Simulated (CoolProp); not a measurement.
A single-stage vapour-compression cycle with hydrogen chloride: evaporating at 213.15 K (dew point), condensing at 247.15 K (bubble point), superheat 10 K, subcooling 0 K, compressor efficiency 0.8, no pressure losses. Each further row changes one setting.

The numbers come from the reference Helmholtz-energy equation of state, Thol 2018 in CoolProp.

```json
[
 {"case": "as stated", "cooling COP": "4.04", "pressure ratio": "3.52", "discharge temperature (K)": "338.5", "refrigerating effect (kJ/kg)": "365", "volumetric capacity (kJ/m³)": "2650"},
 {"case": "evaporating temperature 218.15 K", "cooling COP": "4.97", "pressure ratio": "2.85", "discharge temperature (K)": "322.5", "refrigerating effect (kJ/kg)": "367", "volumetric capacity (kJ/m³)": "3250"},
 {"case": "condensing temperature 242.15 K", "cooling COP": "4.86", "pressure ratio": "2.99", "discharge temperature (K)": "321.0", "refrigerating effect (kJ/kg)": "374", "volumetric capacity (kJ/m³)": "2720"},
 {"case": "subcooling 5 K", "cooling COP": "4.14", "pressure ratio": "3.52", "discharge temperature (K)": "338.5", "refrigerating effect (kJ/kg)": "374", "volumetric capacity (kJ/m³)": "2720"},
 {"case": "superheat 20 K", "cooling COP": "3.93", "pressure ratio": "3.52", "discharge temperature (K)": "354.7", "refrigerating effect (kJ/kg)": "374", "volumetric capacity (kJ/m³)": "2580"},
 {"case": "compressor efficiency 0.7", "cooling COP": "3.53", "pressure ratio": "3.52", "discharge temperature (K)": "353.2", "refrigerating effect (kJ/kg)": "365", "volumetric capacity (kJ/m³)": "2650"}
]
```
